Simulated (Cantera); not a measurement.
# N2O furnace oxynitridation

A perfectly stirred reactor is fed with 100 % N₂O, at 0.430 bar; it is held at 1300 K, and followed from long to short residence time.

Computed with Cantera and GRI-Mech 3.0 (53 species, 325 reactions). GRI-Mech 3.0 was tuned for natural gas; its chemistry of N2O as a main component is partial and can be far from experiment. The mechanism lacks the step 2 NO + O2 → 2 NO2, which can matter for NO2 below about 1400 K. The temperature is held fixed by assumption; the heat of reaction is taken as removed at once.

```
τ (s)    x N₂O      x NO      x O₂      x N₂      x O     x NO₂
-------  -----  --------  --------  --------  -------  --------
0.58     0.453    0.0503     0.157     0.340  6.49e-6  0.000201
0.27     0.632    0.0350     0.105     0.228  6.95e-6  0.000137
0.12     0.792    0.0202    0.0593     0.129  7.22e-6   7.59e-5
0.057    0.888    0.0110    0.0318    0.0692  7.34e-6   3.84e-5
0.026    0.945   0.00537    0.0155    0.0337  7.41e-6   1.64e-5
0.012    0.974   0.00257   0.00738    0.0161  7.43e-6   6.17e-6
0.0056   0.988   0.00122   0.00349   0.00760  7.44e-6   2.02e-6
0.0026   0.994  0.000568   0.00163   0.00355  7.43e-6   5.62e-7
0.0012   0.997  0.000262  0.000751   0.00164  7.40e-6   1.38e-7
0.00055  0.999  0.000119  0.000341  0.000750  7.33e-6   3.06e-8
```
x: mole fraction; the columns are a selection and need not sum to one.
